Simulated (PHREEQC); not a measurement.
Consider water at 25 °C with 180 mmol/kgw CuCl2, 0.18 mmol/kgw HBF4 and 0.41 mmol/kgw Ag2SO4. Closed to the air; pH follows from the charge balance.

Model: ion-association model, wateq4f.dat, run in PHREEQC.

This is a speciation only: nothing precipitates in the calculation.

Task: Order these S species by the share of S that they hold, largest first: CuSO4, HSO4-, SO4-2.

Result: CuSO4 (58 %), SO4-2 (41 %), HSO4- (0.56 %)

Task: Order these Cu species by the share of Cu that they hold, largest first: CuCl+, CuCl2, Cu+2, CuSO4, CuF+.

Result: Cu+2 (81 %), CuCl+ (18 %), CuCl2 (1.2 %), CuSO4 (0.13 %), CuF+ (0.12 %)

The pH is 3.35 and the ionic strength 0.471 mol/kgw. The solution is supersaturated, for example in Cerargyrite, so a real one may precipitate; this is no full list. Complexes and solids missing from the database can't appear. Real BF4- forms and hydrolyses slowly; the run takes it at equilibrium.
